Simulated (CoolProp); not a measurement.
Computed with CoolProp (reference Helmholtz-energy equation of state, de Reuck 1990).

Q: For fluorine, give the phase and the Joule-Thomson coefficient (K/MPa) at 120.5 K and 6.15 MPa; 223.8 K and 0.0765 MPa; 117.9 K and 2.14 MPa.

A: 
- 120.5 K and 6.15 MPa: liquid; Joule-Thomson coefficient -0.0283
- 223.8 K and 0.0765 MPa: gas; Joule-Thomson coefficient 3.30
- 117.9 K and 2.14 MPa: liquid; Joule-Thomson coefficient 0.00819
